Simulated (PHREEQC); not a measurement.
Solution (93 °C): 3.7 mmol/kgw KOH, 6.1 mmol/kgw Fe(NO3)3 and 1.9 mmol/kgw CuSO4. Closed to the air; pH follows from the charge balance.

All values are PHREEQC results (ion-association model, phreeqc.dat), not measurements.

No solid was allowed to form.

Question: Predict the pH, ionic strength.

Answer: pH 2.56; ionic strength 0.0274 mol/kgw.

Question: In which forms is Cu present?

Answer: Cu+2 95 %, CuSO4 5.0 % of the Cu.

Examples of supersaturated solids here: Jarosite-K, Hematite (slow to form). Others may be too. Species that the database lacks are ignored. At this temperature some constants are extrapolated from 25 °C, and those without enthalpy data are left unchanged.
